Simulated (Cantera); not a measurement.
A freely propagating, adiabatic, planar premixed flame of H2 : O2 : N2 = 1 : 0.5 : 1.88 (molar parts), unburnt at 375 K and 0.140 bar; mixture-averaged transport, grid criteria slope 0.08 and curve 0.16, no radiation.

Model: the H2/O2 subset of GRI-Mech 3.0, which has no nitrogen chemistry, integrated in Cantera. Burning velocities carry a grid error of a few per cent, more on coarse grids.

### Question
What does this change do: inlet temperature 375 to 423 K?

### Answer
| quantity | before | after |
|---|---|---|
| laminar burning velocity | 278 cm/s | 334 cm/s |
| thermal thickness | 5.29 mm | 5.50 mm |
| peak x(O) | 0.0130 | 0.0136 |
| peak x(H2O2) | 2.46e-5 | 1.28e-5 |
| peak x(H) | 0.0757 | 0.0788 |
